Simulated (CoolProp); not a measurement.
A single-stage vapour-compression cycle with C3F8 (R218): evaporating at 198.15 K (dew point), condensing at 239.15 K (bubble point), superheat 5 K, subcooling 5 K, compressor efficiency 0.6, no pressure losses. Each further row changes one setting.

Computed with CoolProp (reference Helmholtz-energy equation of state, Lemmon 2006). It is a short technical equation, of lower accuracy than the large ones.

| case | cooling COP | pressure ratio | discharge temperature (K) | refrigerating effect (kJ/kg) | volumetric capacity (kJ/m³) |
|---|---|---|---|---|---|
| as stated | 2.45 | 9.57 | 258.3 | 87.5 | 118 |
| evaporating temperature 203.15 K | 2.95 | 6.85 | 255.6 | 90.5 | 167 |
| condensing temperature 234.15 K | 2.89 | 7.63 | 252.8 | 92.3 | 125 |
| subcooling 10 K | 2.59 | 9.57 | 258.3 | 92.3 | 125 |
| superheat 15 K | 2.50 | 9.57 | 269.2 | 93.8 | 121 |
| compressor efficiency 0.5 | 2.04 | 9.57 | 267.8 | 87.5 | 118 |
